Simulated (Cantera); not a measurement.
Standard-state values (1 bar) from the NASA 1993 polynomials, evaluated with Cantera. Values are per mole of reaction as written; species without (g) are pure solids or liquids, kept so even where they would boil at 1 bar.

Question: Between 300 and 1000 K, where is each reaction favourable under standard conditions?
- O(g) + 2 NbO₂(g) → Nb₂O₅

Answer: 
- O(g) + 2 NbO₂(g) → Nb₂O₅: ΔG° is -1578 kJ at 300 K and -1195 kJ at 1000 K; it stays negative (K > 1). ΔH° is -1724 kJ and ΔS° -529 J/K at 1000 K.
